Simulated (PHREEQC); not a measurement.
## Polishing slurry liquid: an equilibrium model

Dissolve 0.0011 mol/kgw K2CO3, 1.5e-05 mol/kgw H4SiO4 and 1.7e-05 mol/kgw CO2 at 20 °C. Closed to the air; pH follows from the charge balance.

Equilibrium calculation in PHREEQC: ion-association model, phreeqc.dat.

No solid was allowed to form.

**Question.** What pH does the model give?

**Answer.** pH 10.63.

**Question.** In which forms is C present?

**Answer.** CO3-2 68 %, HCO3- 32 % of the C.
